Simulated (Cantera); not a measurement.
A Cantera script and what it prints.

```python
import numpy as np
import cantera as ct

gas_names = [...]  # 113 gases of nasa_gas.yaml made of C, H, O, Pb
cond_names = """
    C(gr) C6H6(L) C7H8(L) C8H18(L),n-octa H2O(s) H2O(L) Pb(cr) Pb(L) PbO(rd) PbO(yw) PbO(L) PbO2(s)
    Pb3O4(s)
""".split()


# ... load() reads the species with a 1 bar reference pressure and builds the phases ...
atoms = {
    'Pb': {'Pb': 1},
    'CO2': {'C': 1, 'O': 2},
    'H2': {'H': 2},
}
top_T = {'C(gr)': 4500, 'Pb3O4(s)': 820}  # K; cautious upper limits of use, not melting points


# ... equilibrate(T, P, feed) seeds the gas with the atoms and calls Mixture.equilibrate('TP', solver="vcs", rtol=1e-11, max_steps=5000) ...
results = []
feed = {'Pb': 1, 'CO2': 0.03, 'H2': 1.4}  # mol
T = 1800  # K
for P in [10, 41, 160, 670, 2700, 11000, 45000, 180000, 740000, 3000000]:
    mix = equilibrate(T, P, feed)
    results.append((T, P, feed, dict(zip(mix.species_names, mix.species_moles))))

top = {s: max(r[3][s] / sum(r[3][g] for g in gas_names) for r in results) for s in gas_names}
cols = sorted((s for s in top if top[s] > 1e-06), key=lambda s: -top[s])[:6]
seen = [c for c in cond_names if any(r[3].get(c, 0) > 1e-12 for r in results)]
print("log10 of partial pressures in bar; condensed amounts in mol")
print(f"{'P/Pa':>10s}" + "".join(f"{s[:9]:>10s}" for s in cols + seen))
for T, P, feed, n in results:
    ng = sum(n[g] for g in gas_names)
    print(f"{P:10.4g}" + "".join(f"{np.log10(max(n[s] / ng * P / 1e5, 1e-99)):10.3f}" for s in cols)
          + "".join(f"{n.get(c, 0):10.4g}" for c in seen))
```

It prints:

```
log10 of partial pressures in bar; condensed amounts in mol
      P/Pa        H2        Pb         H       H2O        CO       Pb2     Pb(L)
        10    -4.265    -4.391    -5.579    -5.919    -5.917   -10.911         0
        41    -3.644    -3.776    -5.268    -5.302    -5.301    -9.680         0
       160    -3.049    -3.183    -4.970    -4.709    -4.708    -8.494         0
       670    -2.425    -2.560    -4.658    -4.086    -4.086    -7.249         0
      2700    -1.818    -1.955    -4.355    -3.481    -3.480    -6.038         0
   1.1e+04    -1.208    -1.345    -4.050    -2.870    -2.870    -4.817         0
   4.5e+04    -0.596    -0.733    -3.744    -2.258    -2.258    -3.595         0
   1.8e+05     0.166    -0.567    -3.363    -1.497    -1.496    -3.263    0.7456
   7.4e+05     0.834    -0.567    -3.029    -0.828    -0.828    -3.263    0.9454
     3e+06     1.455    -0.567    -2.719    -0.204    -0.211    -3.263    0.9869
```

These are equilibrium values from Cantera (NASA tables, ideal gas, pure condensed phases), not measurements of a reactor.
